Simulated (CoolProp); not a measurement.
The fluid at 251.6 K and 2.33 MPa is throttled through a valve to 1.19 MPa with no heat exchange. The same conditions are run with several fluids, on thermodynamics alone (safety and materials aside).

The numbers come from the reference Helmholtz-energy equation of state of each fluid (R1233zd(E): Akasaka 2022; C3F8 (R218): Lemmon 2006; R236FA: Pan 2012; n-nonane: Lemmon 2006; vinyl chloride: Thol 2022) in CoolProp.

| fluid | temperature change (K) | final density (kg/m³) |
|---|---|---|
| R1233zd(E) | +0.5 | 1370 |
| C3F8 (R218) | +0.3 | 1560 |
| R236FA | +0.3 | 1510 |
| n-nonane | +0.5 | 751 |
| vinyl chloride | +0.4 | 984 |
